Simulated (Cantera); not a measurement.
A freely propagating, adiabatic, planar premixed flame of 7.63 % CH₄, 3.74 % CO, 14.3 % O₂, 68.5 % N₂, 5.87 % H₂O, equivalence ratio 1.2, unburnt at 598 K and 2180 Torr; mixture-averaged transport, grid criteria slope 0.08 and curve 0.16, no radiation.

Detailed kinetics in Cantera: GRI-Mech 3.0 (53 species, 325 reactions). Burning velocities carry a grid error of a few per cent, more on coarse grids.

Task: Predict: laminar burning velocity; thermal thickness; peak x(HO₂); peak x(H₂O₂).

Result: 
| Item | Result |
|---|---|
| laminar burning velocity | 44.9 cm/s |
| thermal thickness | 0.244 mm |
| peak x(HO₂) | 0.000109 |
| peak x(H₂O₂) | 2.77e-5 |
